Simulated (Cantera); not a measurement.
Input (Python, Cantera) and output of one run.

```python
import numpy as np
import cantera as ct

gas_names = """
    CL CL2 N N2 Si SiCL SiCL2 SiCL3 SiCL4 SiN Si2 Si2N Si3
""".split()
cond_names = """
    Si(cr) Si(L) Si3N4(a)
""".split()


def load(file, names, dense=False):
    # The tables refer to 1 bar. Condensed volumes are neglected.
    table = {s.name: s for s in ct.Species.list_from_file(file)}
    out = []
    for n in names:
        d = dict(table[n].input_data)
        d["thermo"] = dict(d["thermo"], **{"reference-pressure": 1e5})
        if dense:
            d["equation-of-state"] = {"model": "constant-volume", "density": "1e6 g/cm^3"}
        out.append(ct.Species.from_dict(d))
    return out


gas = ct.Solution(thermo="ideal-gas", species=load("nasa_gas.yaml", gas_names))
cond = {s.name: ct.Solution(thermo="fixed-stoichiometry", species=[s], name=s.name)
        for s in load("nasa_condensed.yaml", cond_names, dense=True)}
atoms = {
    'SiCl4': {'Si': 1, 'CL': 4},
    'Cl2': {'CL': 2},
    'N2': {'N': 2},
}
top_T = {'Si3N4(a)': 2400}  # K; cautious upper limits of use, not melting points


def equilibrate(T, P, feed):
    n = {}
    for name, mol in feed.items():
        for a, k in atoms[name].items():
            n[a] = n.get(a, 0.0) + k * mol
    gas.TPX = T, P, n
    mass = sum(n.values()) * gas.mean_molecular_weight
    gas.equilibrate("TP")
    valid = [c for c in cond.values() if c.min_temp <= T <= top_T.get(c.name, c.max_temp)]
    mix = ct.Mixture([(gas, mass / gas.mean_molecular_weight)] + [(c, 0.0) for c in valid])
    mix.T, mix.P = T, P
    mix.equilibrate("TP", solver="vcs", rtol=1e-11, max_steps=5000)
    return mix


results = []
feed = {'SiCl4': 1, 'Cl2': 0.66, 'N2': 96}  # mol
T = 1273  # K
P = 13332.2  # Pa
mix = equilibrate(T, P, feed)
results.append((T, P, feed, dict(zip(mix.species_names, mix.species_moles))))
print(gas.report(threshold=0.0001))
for i in range(1, mix.n_phases):
    print(f"{mix.phase(i).name:16s} {mix.phase_moles(i):12.5e} mol")
```

Result:

```
       temperature   1273 K
          pressure   13332 Pa
           density   0.037444 kg/m^3
  mean mol. weight   29.727 kg/kmol
   phase of matter   gas

                          1 kg             1 kmol
                     ---------------   ---------------
          enthalpy        8.3289e+05        2.4759e+07  J
   internal energy        4.7683e+05        1.4175e+07  J
           entropy            8628.1        2.5648e+05  J/K
    Gibbs function       -1.0151e+07       -3.0174e+08  J
 heat capacity c_p            1166.8             34684  J/K
 heat capacity c_v            887.08             26370  J/K

                      mass frac. Y      mole frac. X     chem. pot. / RT
                     ---------------   ---------------   ---------------
                CL         0.0024015         0.0020137           -18.483
               CL2          0.013701         0.0057446           -36.966
                N2           0.92544           0.98201           -27.556
             SiCL4          0.058458          0.010229           -117.22
     [   +9 minor]        1.1301e-06         2.499e-07

Si(cr)            0.00000e+00 mol
Si3N4(a)          0.00000e+00 mol
```

Equilibrium computed with Cantera from the NASA thermochemical tables; the gas is ideal and each condensed phase is pure.
